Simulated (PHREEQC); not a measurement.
Make-up at 70 °C: 0.02 mol/kgw HF and 0.28 mol/kgw (CH3)4NF. Closed to the air; pH follows from the charge balance.

Computed with PHREEQC (ion-association model, phreeqc.dat).

| quantity | before | after |
|---|---|---|
| pH | 4.81 | 4.37 |
| ionic strength (mol/kgw) | 0.280 | 0.300 |
| F- (mol/kgw) | 0.269 | 0.221 |
| HF2- (mol/kgw) | 0.0107 | 0.0194 |
| HF (mol/kgw) | 0.00926 | 0.0205 |

### Question
What was changed between the two runs?
A) diluted 100-fold with water
B) diluted 2-fold with water
C) temperature from 70 to 15 °C
D) HF replaced by H2SiF6 at the same molality

### Answer
D, HF replaced by H2SiF6 at the same molality

This is a speciation only: nothing precipitates in the calculation. (CH3)4N+ isn't in the database: it is added as a free cation with an ion size of 4 Å. Away from 25 °C the constants follow the database's enthalpies or fits; those with neither stay at their 25 °C values. SiF6-2 is the database's only silicon fluoride.
